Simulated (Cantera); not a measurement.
Mixture: CH₄ : H₂ : O₂ : N₂ = 1 : 0.24 : 3.79 : 14.2 (molar parts), equivalence ratio 0.56, at 1.58 atm, adiabatic and at constant volume. Ignition delay is the time to a rise of 400 K.

Cantera simulation using GRI-Mech 3.0 (53 species, 325 reactions); the numbers are that mechanism's predictions, not measurements.

Problem. Predict: delay at 1450 K; delay at 1525 K; delay at 1600 K; delay at 1675 K; delay at 1750 K; apparent activation energy between 1600 and 1750 K.

Solution. 
- delay at 1450 K = 0.356 ms
- delay at 1525 K = 0.209 ms
- delay at 1600 K = 0.130 ms
- delay at 1675 K = 83.9 µs
- delay at 1750 K = 56.1 µs
- apparent activation energy between 1600 and 1750 K = 130 kJ/mol
